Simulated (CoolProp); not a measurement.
c-C4F8 (RC318) at 300.64 K and 12.6 MPa is throttled through a valve to 2.11 MPa with no heat exchange. Each further row changes one setting.

Computed with CoolProp (reference Helmholtz-energy equation of state, Platzer 1990). This equation is an older, rougher fit; its heat capacities, sound speeds and derivatives of the liquid may be far off and weren't checked against measurements.

```json
[
 {"case": "as stated", "temperature change (K)": "+1.9", "final density (kg/m³)": "1490"},
 {"case": "outlet pressure 0.633 MPa", "temperature change (K)": "+2.1", "final density (kg/m³)": "1480"},
 {"case": "outlet pressure 2.74 MPa", "temperature change (K)": "+1.8", "final density (kg/m³)": "1500"}
]
```
